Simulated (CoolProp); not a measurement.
Properties of methane along the isobar 0.463 MPa.

The numbers come from the reference Helmholtz-energy equation of state, Setzmann 1991 in CoolProp.

| T (K) | phase | isothermal compressibility (1/MPa) | fugacity coefficient |
|---|---|---|---|
| 189.2 | gas | [?] | [?] |
| 203.6 | gas | [?] | [?] |
| 218.1 | gas | 2.211 | 0.9777 |
| 232.5 | gas | 2.201 | 0.9817 |
| 247 | gas | 2.193 | 0.9849 |
| 261.4 | gas | 2.188 | 0.9874 |
| 275.9 | gas | 2.183 | 0.9895 |
| 290.3 | gas | 2.179 | 0.9912 |
| 304.8 | gas | 2.176 | 0.9927 |
| 319.2 | gas | 2.173 | 0.9938 |

### Question
Complete the blanks.

### Answer

- 189.2, isothermal compressibility (1/MPa): 2.241
- 189.2, fugacity coefficient: 0.9659
- 203.6, isothermal compressibility (1/MPa): 2.223
- 203.6, fugacity coefficient: 0.9725
